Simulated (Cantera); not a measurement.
Input: 1 mol SiCl₄, 0.25 mol NH₃, 5 mol H₂, equilibrated at 1998.15 K and 0.00133 bar.

Equilibrium computed with Cantera from the NASA thermochemical tables; the gas is ideal and each condensed phase is pure. The tables' values for SiCl, SiCl₃, SiN are old estimates; treat these amounts as uncertain. Gases not in the tables: Si₂H₆ and higher silanes. Kinetics and transport are ignored.

```
species    before     after
-------  --------  --------
H₂          0.539     0.576
HCl         0.272     0.264
SiCl₂       0.113     0.128
H          0.0323   0.00861
Si         0.0109  0.000942
Cl         0.0121   0.00294
N₂         0.0161    0.0166
SiHCl₃    9.77e-7   1.62e-5
SiCl₄     1.27e-6   1.92e-5
Si₂       3.87e-5   4.30e-6
SiCl₃    0.000352   0.00146
SiCl      0.00444   0.00139
SiN       1.32e-5   4.48e-6
```
Gas species are given as mole fractions.

Q: What was changed between the two runs?
A) pressure from 0.00133 bar to 0.0200 bar
B) temperature from 1998.15 K to 1900 K
C) H₂ from 5 to 0.63 mol
D) temperature from 1998.15 K to 1875 K

A: A, pressure from 0.00133 bar to 0.0200 bar. The tables' values for SiCl₃, SiCl are old estimates; treat these amounts as uncertain
